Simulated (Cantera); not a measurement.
Mixture: CH4 : CO : O2 : N2 : CO2 = 1 : 0.29 : 1.53 : 5.76 : 0.38 (molar parts), equivalence ratio 1.4, at 2.20 bar, adiabatic and at constant volume. Ignition delay is the time to a rise of 400 K.

Cantera simulation using GRI-Mech 3.0 (53 species, 325 reactions); the numbers are that mechanism's predictions, not measurements.

Task: What does this change do: pressure from 2.20 bar to 0.640 bar?

Result: 
| quantity | before | after |
|---|---|---|
| delay at 1173 K | 53.8 ms | 0.153 s |
| delay at 1373 K | 3.48 ms | 8.64 ms |
| delay at 1573 K | 0.378 ms | 0.962 ms |
| delay at 1773 K | 70.5 µs | 0.205 ms |
| apparent activation energy between 1673 and 1873 K | 190 kJ/mol | 170 kJ/mol |
